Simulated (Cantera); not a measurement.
Adiabatic ignition

An adiabatic, constant-pressure homogeneous reactor starts with CH4 : CO : O2 : N2 = 1 : 0.41 : 6.42 : 24.2 (molar parts), equivalence ratio 0.34, at 1775 K and 38000 Pa.

Cantera simulation using GRI-Mech 3.0 (53 species, 325 reactions); the numbers are that mechanism's predictions, not measurements.

```
t (s)     T (K)   x CH4     x CO   x O2    x NO2     x CH3     x OH
--------  -----  ------  -------  -----  -------  --------  -------
2.00e-6    1775  0.0312   0.0128  0.200   <1e-12   1.38e-6  2.65e-7
7.63e-6    1775  0.0312   0.0128  0.200   <1e-12   7.95e-6  9.03e-7
2.91e-5    1775  0.0312   0.0128  0.200   <1e-12   4.11e-5  1.72e-6
0.000111   1775  0.0308   0.0128  0.200   <1e-12  0.000266  8.14e-6
0.000424   2147  <1e-12   0.0139  0.126  2.54e-9    <1e-12   0.0132
0.00162    2319  <1e-12  0.00731  0.127  9.14e-8    <1e-12   0.0117
0.00618    2406  <1e-12  0.00412  0.128  7.10e-7    <1e-12  0.00918
0.0236     2402  <1e-12  0.00395  0.127  2.44e-6    <1e-12  0.00892
0.0900     2392  <1e-12  0.00379  0.124  5.60e-6    <1e-12  0.00857
0.343      2389  <1e-12  0.00373  0.123  6.60e-6    <1e-12  0.00847
1.31       2389  <1e-12  0.00373  0.123  6.61e-6    <1e-12  0.00846
5.00       2389  <1e-12  0.00373  0.123  6.61e-6    <1e-12  0.00846
```
x: mole fraction; the columns are a selection and need not sum to one.

| Property | Value |
|---|---|
| time of steepest temperature rise | 0.308 ms |
| temperature at 5.00 s | 2389 K |
| equilibrium temperature | 2389 K |
| x(CH4) at 5.00 s | <1e-12 (gas-phase equilibrium <1e-12) |
| x(CO) at 5.00 s | 0.00373 (gas-phase equilibrium 0.00373) |
| x(O2) at 5.00 s | 0.123 (gas-phase equilibrium 0.123) |
